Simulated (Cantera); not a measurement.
# Equilibrium for chlorosilane synthesis and conversion: Si + HCl + H2

A closed system holds: 1 mol Si, a varied amount of HCl, 0.43 mol H2, at 825 K and 1950 Torr.

These are equilibrium values from Cantera (NASA tables, ideal gas, pure condensed phases), not measurements of a reactor. Candidate condensed phases: Si; 19 gas species. The tables' values for SiCl3 are old estimates; treat these amounts as uncertain. Kinetics and transport are ignored.

From 0.68 mol HCl to 2.8 mol HCl the condensed part is Si(s). From 3.8 mol HCl to 5 mol HCl nothing is condensed. The main Si-bearing gas is SiCl4 throughout.

| n(HCl) (mol) | x H2 | x SiCl4 | x HCl | x SiHCl3 | x SiH2Cl2 | n Si(s) |
|---|---|---|---|---|---|---|
| 0.68 | 0.791 | 0.121 | 0.00146 | 0.0813 | 0.00460 | 0.809 |
| 0.91 | 0.765 | 0.140 | 0.00149 | 0.0890 | 0.00477 | 0.746 |
| 1.2 | 0.741 | 0.157 | 0.00151 | 0.0954 | 0.00490 | 0.666 |
| 1.6 | 0.719 | 0.173 | 0.00152 | 0.101 | 0.00499 | 0.556 |
| 2.1 | 0.700 | 0.187 | 0.00153 | 0.106 | 0.00506 | 0.419 |
| 2.8 | 0.684 | 0.200 | 0.00154 | 0.110 | 0.00510 | 0.227 |
| 3.8 | 0.687 | 0.246 | 0.00334 | 0.0625 | 0.00134 | 0 |
| 5 | 0.548 | 0.225 | 0.226 | 0.000673 | 1.70e-7 | 0 |
x: gas mole fraction; n: condensed amount in mol.
